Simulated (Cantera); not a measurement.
Input: 1 mol H₂S, 2.4 mol H₂O, 0.088 mol H₂, held at 1077 °C and 0.133 bar.

Method: chemical equilibrium by Gibbs-energy minimisation in Cantera with the NASA 1993 tables (ideal gas, pure condensed phases). Candidate condensed phases: H₂O, H₂SO₄, S; 19 gas species. Equilibrium is a limit: real reactors are often held back by kinetics, nucleation or transport.

Base state: H₂O 0.627, H₂ 0.172, H₂S 0.130, S₂ 0.0646, SO₂ 0.00579, SH 0.000880, S₂O 0.000305, SO 0.000185 (mole fractions); condensed: gas only.

What changes in the equilibrium state with this change: H₂S replaced by HI?


| species | before | after |
|---|---|---|
| H₂O | 0.627 | 0.640 |
| I | 0 | 0.139 |
| HI | 0 | 0.114 |
| H₂S | 0.130 | 0 |
| S₂ | 0.0646 | 0 |
| H₂ | 0.172 | 0.100 |
| I₂ | 0 | 0.00683 |
| SO₂ | 0.00579 | 0 |
| SH | 0.000880 | 0 |
Further candidate phases: I₂.

What changes in the equilibrium state with this change: H₂O from 2.4 to 0.13 mol?


| species | before | after |
|---|---|---|
| H₂S | 0.130 | 0.405 |
| H₂ | 0.172 | 0.356 |
| S₂ | 0.0646 | 0.146 |
| H₂O | 0.627 | 0.0908 |
| SO₂ | 0.00579 | 4.26e-5 |
| SO | 0.000185 | 1.95e-5 |
| S₂O | 0.000305 | 4.83e-5 |
| SH | 0.000880 | 0.00191 |
